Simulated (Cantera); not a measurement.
Input: 1 mol SiH2Cl2, 0.17 mol HCl, 43 mol H2, held at 1.10 bar.

Method: chemical equilibrium by Gibbs-energy minimisation in Cantera with the NASA 1993 tables (ideal gas, pure condensed phases). Candidate condensed phases: Si; 19 gas species. Equilibrium is a limit: real reactors are often held back by kinetics, nucleation or transport.

Over these rows the condensed part is Si(s). Partial pressures as log10 of bar:

```csv
T (K),1000/T (1/K),log p SiCl4,log p H2,log p HCl
1273,0.7855,-2.70,0.03,-1.54
1323,0.7559,-2.90,0.03,-1.48
1373,0.7283,?,0.02,-1.44
1423,0.7027,-3.40,0.02,-1.42
1473,0.6789,-3.69,0.02,-1.41
1523,0.6566,-3.98,0.02,-1.40
```

Fit log p(SiCl4) = a + b·(1000/T) to the five rows, give the apparent enthalpy, and predict the row at 1373 K.

Means: 1000/T = 0.7159, log p = -3.334. Sxy = 0.113837, Sxx = 0.0115039, so b = 9.90 and a = -3.334 − (9.90)×0.7159 = -10.42.
Apparent enthalpy: −19.145 × (9.90) = -190 kJ/mol. With the condensed phases at unit activity, Si(s) + 4 HCl(g) = SiCl4(g) + 2 H2(g) links this pressure to the main gases: over the six rows their terms move log p by +0.58 in all, so the slope isn't that reaction's ΔH° alone. The five rows lie within 0.06 of the line.
Prediction at 1373 K: -10.42 + (9.90)×0.7283 = -3.21. The computed value is -3.13, 0.08 from the line.
